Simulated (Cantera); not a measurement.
An isothermal, constant-pressure homogeneous reactor starts with 1.35 % H2, 28.2 % O2, 70.5 % N2, at 1273 K and 5.10 Torr.

Model: the H2/O2 subset of GRI-Mech 3.0, which has no nitrogen chemistry, integrated in Cantera. Radical loss at walls, strong at low pressure, is not modelled.

x: mole fraction; the columns are a selection and need not sum to one.

```tsv
t (s)	x H2	x O2	x H	x H2O	x O	x H2O2
7.00e-5	0.0135	0.282	3.95e-10	3.78e-12	6.75e-11	<1e-12
0.000337	0.0135	0.282	___	3.03e-10	___	<1e-12
0.00162	0.0135	0.282	9.82e-9	2.06e-8	2.14e-8	8.31e-12
0.00778	0.0134	0.282	1.86e-5	6.47e-5	4.61e-5	2.03e-10
0.0374	0.000211	0.271	0.00177	0.0119	0.00961	9.25e-9
0.180	___	0.272	___	0.0121	___	9.22e-9
0.865	9.73e-5	0.274	0.000517	0.0128	0.00416	8.51e-9
4.16	1.58e-5	0.276	3.24e-5	0.0134	0.000651	4.60e-9
20.0	1.12e-6	0.277	6.14e-7	0.0136	4.61e-5	9.24e-10
```

### Question
What belongs in the gaps?

### Answer

- 0.000337, x H: 1.38e-9
- 0.000337, x O: 1.13e-9
- 0.180, x H2: 0.000182
- 0.180, x H: 0.00140
- 0.180, x O: 0.00817
